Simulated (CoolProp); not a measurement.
R123 at 425.84 K and 0.993 MPa is throttled through a valve to 0.524 MPa with no heat exchange. Each further row changes one setting.

Model: reference Helmholtz-energy equation of state, Younglove 1994, in CoolProp. It is a modified Benedict-Webb-Rubin equation, recast in Helmholtz form.

```tsv
case	temperature change (K)	final density (kg/m³)
as stated	?	24.7
outlet pressure 0.157 MPa	?	?
outlet pressure 0.681 MPa	-4.4	32.7
```

Q: Some entries are withheld; supply them.

A: 
- as stated, temperature change (K): -6.6
- outlet pressure 0.157 MPa, temperature change (K): -11.5
- outlet pressure 0.157 MPa, final density (kg/m³): 7.12
